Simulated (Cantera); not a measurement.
Cantera run:

```python
import numpy as np
import cantera as ct

gas_names = """
    B BN BO BO2 B2 B2O B2O2 B2O3 N NO NO2 NO3 N2 N2O O O2 O3
""".split()
cond_names = """
    B(b) B(L) BN(s) B2O3(L)
""".split()


def load(file, names, dense=False):
    # The tables refer to 1 bar. Condensed volumes are neglected.
    table = {s.name: s for s in ct.Species.list_from_file(file)}
    out = []
    for n in names:
        d = dict(table[n].input_data)
        d["thermo"] = dict(d["thermo"], **{"reference-pressure": 1e5})
        if dense:
            d["equation-of-state"] = {"model": "constant-volume", "density": "1e6 g/cm^3"}
        out.append(ct.Species.from_dict(d))
    return out


gas = ct.Solution(thermo="ideal-gas", species=load("nasa_gas.yaml", gas_names))
cond = {s.name: ct.Solution(thermo="fixed-stoichiometry", species=[s], name=s.name)
        for s in load("nasa_condensed.yaml", cond_names, dense=True)}
atoms = {
    'BN': {'B': 1, 'N': 1},
    'O2': {'O': 2},
    'N2': {'N': 2},
}
top_T = {'BN(s)': 3200}  # K; cautious upper limits of use, not melting points


def equilibrate(T, P, feed):
    n = {}
    for name, mol in feed.items():
        for a, k in atoms[name].items():
            n[a] = n.get(a, 0.0) + k * mol
    gas.TPX = T, P, n
    mass = sum(n.values()) * gas.mean_molecular_weight
    gas.equilibrate("TP")
    valid = [c for c in cond.values() if c.min_temp <= T <= top_T.get(c.name, c.max_temp)]
    mix = ct.Mixture([(gas, mass / gas.mean_molecular_weight)] + [(c, 0.0) for c in valid])
    mix.T, mix.P = T, P
    mix.equilibrate("TP", solver="vcs", rtol=1e-11, max_steps=5000)
    return mix


results = []
P = 10000  # Pa
for T in [1025, 1125, 1225, 1325, 1425, 1525, 1625, 1725, 1825, 1925, 2025]:
    for m in [0.16, 0.32, 0.62, 1.2, 2.3, 4.5, 8.7]:
        feed = {'BN': 1, 'O2': m, 'N2': 57}  # mol
        mix = equilibrate(T, P, feed)
        results.append((T, P, feed, dict(zip(mix.species_names, mix.species_moles))))

for T, P, feed, n in results:
    print(f"{T:7g} {feed['O2']:10.4g}  " + (" + ".join(c for c in cond_names if n.get(c, 0) > 1e-12) or "gas only"))
```

Result:

```
   1025       0.16  BN(s) + B2O3(L)
   1025       0.32  BN(s) + B2O3(L)
   1025       0.62  BN(s) + B2O3(L)
   1025        1.2  B2O3(L)
   1025        2.3  B2O3(L)
   1025        4.5  B2O3(L)
   1025        8.7  B2O3(L)
   1125       0.16  BN(s) + B2O3(L)
   1125       0.32  BN(s) + B2O3(L)
   1125       0.62  BN(s) + B2O3(L)
   1125        1.2  B2O3(L)
   1125        2.3  B2O3(L)
   1125        4.5  B2O3(L)
   1125        8.7  B2O3(L)
   1225       0.16  BN(s) + B2O3(L)
   1225       0.32  BN(s) + B2O3(L)
   1225       0.62  BN(s) + B2O3(L)
   1225        1.2  B2O3(L)
   1225        2.3  B2O3(L)
   1225        4.5  B2O3(L)
   1225        8.7  B2O3(L)
   1325       0.16  BN(s) + B2O3(L)
   1325       0.32  BN(s) + B2O3(L)
   1325       0.62  BN(s) + B2O3(L)
   1325        1.2  B2O3(L)
   1325        2.3  B2O3(L)
   1325        4.5  B2O3(L)
   1325        8.7  B2O3(L)
   1425       0.16  BN(s) + B2O3(L)
   1425       0.32  BN(s) + B2O3(L)
   1425       0.62  BN(s) + B2O3(L)
   1425        1.2  B2O3(L)
   1425        2.3  B2O3(L)
   1425        4.5  B2O3(L)
   1425        8.7  B2O3(L)
   1525       0.16  BN(s) + B2O3(L)
   1525       0.32  BN(s) + B2O3(L)
   1525       0.62  BN(s) + B2O3(L)
   1525        1.2  B2O3(L)
   1525        2.3  B2O3(L)
   1525        4.5  B2O3(L)
   1525        8.7  B2O3(L)
   1625       0.16  BN(s)
   1625       0.32  BN(s) + B2O3(L)
   1625       0.62  BN(s) + B2O3(L)
   1625        1.2  B2O3(L)
   1625        2.3  B2O3(L)
   1625        4.5  B2O3(L)
   1625        8.7  B2O3(L)
   1725       0.16  BN(s)
   1725       0.32  BN(s)
   1725       0.62  BN(s)
   1725        1.2  gas only
   1725        2.3  gas only
   1725        4.5  gas only
   1725        8.7  gas only
   1825       0.16  BN(s)
   1825       0.32  BN(s)
   1825       0.62  BN(s)
   1825        1.2  gas only
   1825        2.3  gas only
   1825        4.5  gas only
   1825        8.7  gas only
   1925       0.16  BN(s)
   1925       0.32  BN(s)
   1925       0.62  BN(s)
   1925        1.2  gas only
   1925        2.3  gas only
   1925        4.5  gas only
   1925        8.7  gas only
   2025       0.16  BN(s)
   2025       0.32  BN(s)
   2025       0.62  gas only
   2025        1.2  gas only
   2025        2.3  gas only
   2025        4.5  gas only
   2025        8.7  gas only
```

Equilibrium computed with Cantera from the NASA thermochemical tables; the gas is ideal and each condensed phase is pure. Mutual solubility and eutectic melting of coexisting phases are not modelled.
